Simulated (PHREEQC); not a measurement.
HCl is added in steps, without added water, to 1 kg of water holding 4.3 mmol/kgw Mn(NO3)2, 0.26 mmol/kgw HNO3 and 0.053 mmol/kgw HF, at 20 °C. The system is closed to oxygen. CO2 from the air is kept out. Precipitation was switched off in this run.

Base run: PHREEQC, ion-association model, wateq4f.dat. Each further column changes one thing. The table gives F- (mol/kgw).

```csv
HCl added (mol),base,metal-ligand complexes left out,database phreeqc.dat,all activity coefficients set to 1,Debye-Hückel limiting law
0,3.93e-5,3.99e-5,3.93e-5,3.68e-5,3.98e-5
0.00275,1.24e-5,1.24e-5,1.24e-5,1.02e-5,1.29e-5
0.0055,7.41e-6,7.43e-6,7.41e-6,5.93e-6,7.82e-6
0.009625,4.68e-6,4.69e-6,4.68e-6,3.63e-6,5.01e-6
0.01238,3.78e-6,3.79e-6,3.78e-6,2.88e-6,4.08e-6
0.01512,3.18e-6,3.19e-6,3.18e-6,2.39e-6,3.46e-6
0.01787,2.75e-6,2.76e-6,2.75e-6,2.04e-6,3.02e-6
0.02063,2.43e-6,2.44e-6,2.43e-6,1.79e-6,2.69e-6
0.02337,2.18e-6,2.19e-6,2.18e-6,1.58e-6,2.43e-6
0.0275,1.89e-6,1.90e-6,1.90e-6,1.35e-6,2.13e-6
0.03025,1.74e-6,1.75e-6,1.74e-6,1.24e-6,1.97e-6
0.033,1.62e-6,1.62e-6,1.62e-6,1.14e-6,1.84e-6
```

 phreeqc.dat and wateq4f.dat share most of their constants, so their agreement is no independent check.
